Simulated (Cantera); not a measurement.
Cantera with NASA thermochemical tables; ideal gases at 1 bar, condensed phases pure. Values are per mole of reaction as written; species without (g) are pure solids or liquids, kept so even where they would boil at 1 bar.

Pb(g) + 2 OH(g) = PbO + H₂O(g)

| T (K) | ΔH° (kJ) | ΔS° (J/K) | ΔG° (kJ) | log10 K |
|---|---|---|---|---|
| 1248 | -696.7 | -249.8 | -385.0 | 16.11 |
| 1348 | ___ | ___ | ___ | ___ |
| 1448 | -691.7 | -246.1 | -335.4 | 12.10 |
| 1548 | -689.3 | -244.4 | -310.9 | 10.49 |
| 1648 | ___ | ___ | ___ | ___ |
| 1748 | -684.4 | -241.5 | -262.3 | 7.84 |

Task: Some entries are withheld; supply them.

Result: 
- 1348, ΔH° (kJ): -694.2
- 1348, ΔS° (J/K): -247.9
- 1348, ΔG° (kJ): -360.1
- 1348, log10 K: 13.95
- 1648, ΔH° (kJ): -686.8
- 1648, ΔS° (J/K): -242.9
- 1648, ΔG° (kJ): -286.5
- 1648, log10 K: 9.08
